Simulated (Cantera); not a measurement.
Cantera run:

```python
import numpy as np
import cantera as ct

gas_names = """
    C CO CO2 C2 C2O C3 C3O2 C4 C5 Ca CaO Ca2 O O2 O3
""".split()
cond_names = """
    C(gr) Ca(a) Ca(b) Ca(L) CaCO3(caL) CaO(s) CaO(L)
""".split()


# ... load() reads the species with a 1 bar reference pressure and builds the phases ...
atoms = {
    'CaCO3': {'Ca': 1, 'C': 1, 'O': 3},
    'CO2': {'C': 1, 'O': 2},
}
top_T = {'C(gr)': 4500}  # K; cautious upper limits of use, not melting points


# ... equilibrate(T, P, feed) seeds the gas with the atoms and calls Mixture.equilibrate('TP', solver="vcs", rtol=1e-11, max_steps=5000) ...
results = []
feed = {'CaCO3': 1, 'CO2': 0.08}  # mol
T = 575  # K
P = 3800  # Pa
mix = equilibrate(T, P, feed)
results.append((T, P, feed, dict(zip(mix.species_names, mix.species_moles))))
x = sorted(zip(gas.X, gas.species_names), reverse=True)
print(f"T = {T:g} K  P = {P:g} Pa  gas = {mix.phase_moles(0):.4g} mol")
print("   x: " + "  ".join(f"{s} {v:.3e}" for v, s in x if v > 1e-05))
print("   condensed (mol): " + ("  ".join(f"{mix.phase(i).name} {mix.phase_moles(i):.4g}"
      for i in range(1, mix.n_phases) if mix.phase_moles(i) > 1e-12) or "none"))
```

It prints:

```
T = 575 K  P = 3800 Pa  gas = 0.08 mol
   x: CO2 1.000e+00
   condensed (mol): CaCO3(caL) 1
```

Cantera equilibrium calculation (NASA polynomials, part measured and part estimated; ideal gas, pure solids and liquids).
